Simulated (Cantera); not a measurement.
What does this Cantera script print?

```python
import numpy as np
import cantera as ct

gas = ct.Solution("gri30.yaml")
gas.TPX = 323, 100000, {'CH3OH': 1, 'O2': 1.36, 'N2': 5.13, 'H2O': 0.017}
flame = ct.FreeFlame(gas, width=0.04)
flame.set_refine_criteria(ratio=3, slope=0.08, curve=0.16)
flame.transport_model = "mixture-averaged"
flame.solve(loglevel=0, auto=True)
z, T = flame.grid, flame.T
thick = (T[-1] - T[0]) / np.gradient(T, z).max()
show = ['CH3OH', 'O2', 'CO2', 'C2H2', 'H2', 'HCO']
print(f"laminar burning velocity  {flame.velocity[0] * 100:.3f} cm/s")
print(f"burnt temperature         {T[-1]:.1f} K")
print(f"thermal thickness         {thick * 1e3:.4f} mm")
print(f"grid points               {len(z)}")
z0 = z[flame.heat_release_rate.argmax()]
print(f"{'z/mm':>9s}{'T/K':>9s}{'u/(m/s)':>9s}" + "".join(f"{s:>11s}" for s in show))
rows = []
for k in (-3, -2, -1.5, -1, -0.5, -0.25, 0, 0.25, 0.5, 1, 2, 4, 8):
    zz = z0 + k * thick
    rows.append([k * thick, np.interp(zz, z, T), np.interp(zz, z, flame.velocity),
                 *(np.interp(zz, z, flame.X[gas.species_index(s)]) for s in show)])
    print(f"{rows[-1][0] * 1e3:9.3f}{rows[-1][1]:9.1f}{rows[-1][2]:9.3f}" + "".join(f"{x:11.3e}" for x in rows[-1][3:]))
```

Output:

```
laminar burning velocity  54.074 cm/s
burnt temperature         2224.2 K
thermal thickness         0.3043 mm
grid points               122
     z/mm      T/K  u/(m/s)      CH3OH         O2        CO2       C2H2         H2        HCO
   -0.913    323.1    0.541  1.331e-01  1.809e-01  8.235e-08  3.529e-12  1.181e-03  9.127e-24
   -0.609    324.7    0.546  1.326e-01  1.803e-01  3.682e-06  1.392e-10  4.181e-03  1.539e-19
   -0.456    330.9    0.558  1.320e-01  1.791e-01  2.297e-05  8.208e-10  7.958e-03  1.171e-17
   -0.304    387.9    0.662  1.283e-01  1.735e-01  3.356e-04  1.071e-08  1.611e-02  1.616e-14
   -0.152    780.9    1.384  9.735e-02  1.400e-01  5.028e-03  1.412e-07  2.908e-02  1.691e-08
   -0.076   1191.3    2.181  5.437e-02  1.025e-01  1.298e-02  3.502e-07  3.561e-02  1.081e-05
    0.000   1616.7    3.054  7.574e-03  6.093e-02  2.664e-02  6.931e-07  3.757e-02  2.407e-04
    0.076   1761.1    3.338  6.229e-05  3.634e-02  4.317e-02  3.408e-07  2.797e-02  2.274e-05
    0.152   1813.0    3.418  1.359e-07  2.393e-02  5.735e-02  3.486e-08  2.240e-02  4.551e-07
    0.304   1881.1    3.517  1.399e-10  1.578e-02  7.314e-02  1.718e-10  2.083e-02  1.430e-07
    0.609   1960.6    3.641  2.402e-14  1.165e-02  8.228e-02  2.083e-14  2.033e-02  8.667e-08
    1.217   2042.5    3.774  4.792e-16  8.536e-03  8.588e-02  1.596e-19  1.836e-02  4.992e-08
    2.435   2113.8    3.888  2.858e-16  5.690e-03  8.905e-02  7.794e-20  1.603e-02  2.675e-08
```

Model: GRI-Mech 3.0 (53 species, 325 reactions), integrated in Cantera. GRI-Mech 3.0 was tuned for natural gas; its chemistry of methanol as a main component is partial and can be far from experiment. Burning velocities carry a grid error of a few per cent, more on coarse grids.
